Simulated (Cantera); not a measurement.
A freely propagating, adiabatic, planar premixed flame of CH4 : O2 : N2 = 1 : 1.33 : 5.01 (molar parts), unburnt at 573 K and 10.0 bar; mixture-averaged transport, grid criteria slope 0.08 and curve 0.16, no radiation.

Model: GRI-Mech 3.0 (53 species, 325 reactions), integrated in Cantera. Burning velocities carry a grid error of a few per cent, more on coarse grids.

Problem. Predict: laminar burning velocity; thermal thickness; peak x(CO); peak x(C2H).

Solution. 
```
Item                          Value
------------------------  ---------
laminar burning velocity  21.6 cm/s
thermal thickness          0.141 mm
peak x(CO)                   0.0869
peak x(C2H)                 8.94e-7
```
